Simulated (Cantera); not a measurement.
Input: 1 mol Si, 3.9 mol Br2, 4.8 mol N2, held at 750 Torr.

These are equilibrium values from Cantera (NASA tables, ideal gas, pure condensed phases), not measurements of a reactor. Candidate condensed phases: Br2, Si, Si3N4; 13 gas species. Kinetics and transport are ignored. All values below are at 875 K.

Base state: N2 0.623, Br2 0.246, SiBr4 0.130, Br 0.000530 (mole fractions); condensed: gas only.

**Question.** What changes in the equilibrium state with this change: pressure from 750 Torr to 12.8 Torr?

**Answer.** 
```
species    before    after
-------  --------  -------
N2          0.623    0.622
Br2         0.246    0.244
SiBr4       0.130    0.130
Br       0.000530  0.00404
```
